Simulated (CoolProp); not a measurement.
Properties of ethylene along the isotherm 301.7 K.

Model: reference Helmholtz-energy equation of state, Smukala 2000, in CoolProp.

```tsv
p (bar)	phase	speed of sound (m/s)	fugacity coefficient
0.399	gas	(withheld)	0.9978
0.907	gas	(withheld)	0.9951
2.06	gas	(withheld)	0.9888
4.7	gas	(withheld)	(withheld)
10.7	gas	320.2	(withheld)
24.3	gas	(withheld)	0.8707
55.4	supercritical	258.5	0.7104
126	supercritical	(withheld)	0.4356
```

Task: Complete the blanks.

Result: 
- 0.399, speed of sound (m/s): 332.3
- 0.907, speed of sound (m/s): 331.7
- 2.06, speed of sound (m/s): 330.4
- 4.7, speed of sound (m/s): 327.4
- 4.7, fugacity coefficient: 0.9745
- 10.7, fugacity coefficient: 0.9424
- 24.3, speed of sound (m/s): 303.0
- 126, speed of sound (m/s): 501.0
